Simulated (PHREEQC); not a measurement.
Solution (60 °C): 0.0081 mol/kgw NH4HF2, 0.049 mol/kgw (NH4)2SiF6 and 0.00065 mol/kgw H3PO4. Closed to the air; pH follows from the charge balance.

Computed with PHREEQC (ion-association model, phreeqc.dat).

```json
{
  "pH": "3.30",
  "ionic_strength": "0.156 mol/kgw",
  "density": "0.988 g/cm³",
  "total_alkalinity": "-205 meq/kg"
}
```

```json
[
 {"species": "NH4+", "molality": "0.106", "activity": "0.0731", "log γ": "-0.162"},
 {"species": "SiF6-2", "molality": "0.0489", "activity": "0.0148", "log γ": "-0.519"},
 {"species": "HF", "molality": "0.00810", "activity": "0.00839", "log γ": "0.016"},
 {"species": "F-", "molality": "0.00800", "activity": "0.00570", "log γ": "-0.147"},
 {"species": "H+", "molality": "0.000630", "activity": "0.000502", "log γ": "-0.098"},
 {"species": "H2PO4-", "molality": "0.000603", "activity": "0.000451", "log γ": "-0.126"},
 {"species": "HF2-", "molality": "0.000283", "activity": "0.000210", "log γ": "-0.129"},
 {"species": "H4SiO4", "molality": "7.67e-5", "activity": "7.95e-5", "log γ": "0.016"},
 {"species": "H3PO4", "molality": "4.68e-5", "activity": "4.85e-5", "log γ": "0.016"},
 {"species": "NH3", "molality": "7.23e-7", "activity": "7.50e-7", "log γ": "0.016"},
 {"species": "HPO4-2", "molality": "2.20e-7", "activity": "6.65e-8", "log γ": "-0.519"}
]
```

Precipitation was switched off in this run. Species that the database lacks are ignored. Constants without temperature data keep their 25 °C values here. SiF6-2 is the database's only silicon fluoride.
